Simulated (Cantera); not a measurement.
A perfectly stirred reactor is fed with CH₄ : H₂O = 1 : 0.35 (molar parts), at 10.0 bar; it is held at 1625 K, and followed from long to short residence time.

Model: GRI-Mech 3.0 (53 species, 325 reactions), integrated in Cantera. GRI-Mech 3.0 stops at C3 and has no aromatics, soot or wall deposition, so with more carbon than oxygen in the feed, carbon stays in small species such as C2H2 where larger ones or solid carbon would form.

x: mole fraction; the columns are a selection and need not sum to one.

```
τ (s)  x CH₄   x H₂O       x O       x C₂H    x CH₂
-----  -----  ------  --------  ----------  -------
20     0.204  0.0132    <1e-12  (withheld)  3.57e-9
9.4    0.209  0.0239    <1e-12  (withheld)  3.85e-9
4.4    0.215  0.0401    <1e-12  (withheld)  4.31e-9
2.0    0.223  0.0627  1.13e-12  (withheld)  5.03e-9
0.96   0.229  0.0879  1.52e-12  (withheld)  5.95e-9
0.45   0.236   0.116  1.91e-12  (withheld)  7.12e-9
0.21   0.244   0.142  2.23e-12     1.07e-8  8.37e-9
0.098  0.259   0.165  2.47e-12     1.16e-8  9.43e-9
0.046  0.287   0.182  2.65e-12     1.14e-8  1.01e-8
0.021  0.341   0.198  2.90e-12  (withheld)  1.04e-8
0.010  0.418   0.212  3.42e-12  (withheld)  1.07e-8
```

Task: Complete the blanks.

Result: 
- 20, x C₂H: 3.98e-9
- 9.4, x C₂H: 4.46e-9
- 4.4, x C₂H: 5.23e-9
- 2.0, x C₂H: 6.38e-9
- 0.96, x C₂H: 7.75e-9
- 0.45, x C₂H: 9.31e-9
- 0.021, x C₂H: 1.02e-8
- 0.010, x C₂H: 8.26e-9
